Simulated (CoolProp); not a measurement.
A single-stage vapour-compression cycle with the fluid: evaporating at 295.15 K (dew point), condensing at 341.15 K (bubble point), superheat 8 K, subcooling 2 K, compressor efficiency 0.85, no pressure losses. The same conditions are run with several fluids, on thermodynamics alone (safety and materials aside).

The numbers come from the reference Helmholtz-energy equation of state of each fluid (vinyl chloride: Thol 2022; benzene: Thol 2012; cyclopropane: Polt 1992; isobutane: Bücker 2006; R365MFC: Lemmon 2016; R1336mzz(E): Akasaka 2023) in CoolProp. The equations of Platzer and Polt are older, rougher fits.

Problem. Rank vinyl chloride, benzene, cyclopropane, isobutane, R365MFC, R1336mzz(E) by cooling COP, highest first.

Solution. benzene (4.87), vinyl chloride (4.60), R365MFC (4.45), cyclopropane (4.38), isobutane (4.25), R1336mzz(E) (4.14)

```tsv
fluid	pressure ratio	discharge temperature (K)	refrigerating effect (kJ/kg)	volumetric capacity (kJ/m³)
vinyl chloride	3.32	374.9	263	2510
benzene	6.24	367.4	365	126
cyclopropane	2.98	365.4	313	3930
isobutane	3.24	345.5	233	1880
R365MFC	4.99	341.2	142	430
R1336mzz(E)	4.06	341.3	96.6	1170
```

The compression ends wet for: R365MFC.
